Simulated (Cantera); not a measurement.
Standard-state values (1 bar) from the NASA 1993 polynomials, evaluated with Cantera. Values are per mole of reaction as written; species without (g) are pure solids or liquids, kept so even where they would boil at 1 bar.

### Question
Between 300 and 1450 K, where is each reaction favourable under standard conditions?
- NO(g) + Sr → N(g) + SrO

### Answer
- NO(g) + Sr → N(g) + SrO: ΔG° is -194 kJ at 300 K and -137 kJ at 1450 K; it stays negative (K > 1). ΔH° is -208 kJ and ΔS° -49 J/K at 1450 K.
